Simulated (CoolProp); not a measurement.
n-decane along the isobar 18.5 bar: fugacity coefficient from the reference equation and from simpler models built on Tc = 617.7 K, pc = 21.01 bar, ω = 0.488; each cubic takes its own stable root.

Values from CoolProp's reference Helmholtz-energy equation of state, Lemmon 2006. It is a short technical equation, of lower accuracy than the large ones.

```csv
T (K),phase,reference,Redlich-Kwong,Peng-Robinson
372.9,liquid,0.005744,(withheld),0.005971
408.2,liquid,0.01973,(withheld),0.02021
443.5,liquid,(withheld),0.1269,0.05349
478.8,liquid,0.1147,(withheld),(withheld)
514.1,liquid,(withheld),0.3303,0.2201
549.4,liquid,0.3584,(withheld),0.3655
584.7,liquid,0.5379,0.6100,(withheld)
620,gas,0.6979,0.7125,0.6916
```

Task: Complete the blanks.

Result: 
- 372.9, Redlich-Kwong: 0.02813
- 408.2, Redlich-Kwong: 0.06532
- 443.5, reference: 0.05245
- 478.8, Redlich-Kwong: 0.2157
- 478.8, Peng-Robinson: 0.1170
- 514.1, reference: 0.2156
- 549.4, Redlich-Kwong: 0.4653
- 584.7, Peng-Robinson: 0.5444
